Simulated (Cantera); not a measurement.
Input: 1 mol PbO, 16 mol N2, at 1575 K and 0.680 bar.

Cantera equilibrium calculation (NASA polynomials, part measured and part estimated; ideal gas, pure solids and liquids). Candidate condensed phases: Pb, PbO, PbO2, Pb3O4; 12 gas species. Gases not in the tables: (PbO)n polymers. The numbers say what is thermodynamically allowed, not how fast it happens.

Base state: N2 0.959, PbO 0.0321, Pb 0.00587, O2 0.00283, NO 0.000222 (mole fractions); condensed: PbO(l).

### Question
What changes in the equilibrium state with this change: PbO replaced by Hg?

### Answer
```csv
species,before,after
N2,0.959,0.941
Hg,0,0.0588
PbO,0.0321,0
Pb,0.00587,0
O2,0.00283,0
NO,0.000222,0
"PbO(l), mol",0.367,0
```
Further candidate phases: Hg.

### Question
What changes in the equilibrium state with this change: temperature from 1575 K to 825 K?

### Answer
```
species             before  after
----------------  --------  -----
N2                   0.959   1.00
PbO                 0.0321  <1e-9
Pb                 0.00587  <1e-9
O2                 0.00283  <1e-9
NO                0.000222  <1e-9
PbO(l), mol          0.367      0
PbO(yellow), mol         0   1.00
```
